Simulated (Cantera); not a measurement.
A perfectly stirred reactor is fed with 5.25 % CH4, 0.362 % H2, 19.8 % O2, 74.6 % N2, at 17.8 atm; it is adiabatic with a 575 K inlet, and is followed from long to short residence time, starting on the burning branch (τ in s: 0.037, 0.016, 0.0068, 0.0029, 0.0013, 0.00054, 0.00023, 9.9e-05, 4.2e-05).

Cantera simulation using GRI-Mech 3.0 (53 species, 325 reactions); the numbers are that mechanism's predictions, not measurements. The pressure lies above the range GRI-Mech 3.0 was tuned for (to about 10 atm).

Problem. Predict: blow-out, bracketed by the residence times tried; x(CH4) at τ = 37.0 ms; x(H2) at τ = 37.0 ms; x(O2) at τ = 37.0 ms; x(HO2) at τ = 37.0 ms; x(NO) at τ = 37.0 ms; x(CH4) at τ = 1.30 ms; x(H2) at τ = 1.30 ms; x(O2) at τ = 1.30 ms; x(HO2) at τ = 1.30 ms; x(NO) at τ = 1.30 ms.

Solution. 
```
Quantity                                                                         Value
------------------------------------------------  ------------------------------------
blow-out, bracketed by the residence times tried  burning at 0.540 ms, out at 0.230 ms
x(CH4) at τ = 37.0 ms                                                          7.62e-6
x(H2) at τ = 37.0 ms                                                           8.87e-6
x(O2) at τ = 37.0 ms                                                            0.0913
x(HO2) at τ = 37.0 ms                                                          1.86e-6
x(NO) at τ = 37.0 ms                                                           7.27e-6
x(CH4) at τ = 1.30 ms                                                         0.000121
x(H2) at τ = 1.30 ms                                                           9.03e-5
x(O2) at τ = 1.30 ms                                                            0.0922
x(HO2) at τ = 1.30 ms                                                          1.41e-5
x(NO) at τ = 1.30 ms                                                           2.35e-6
```
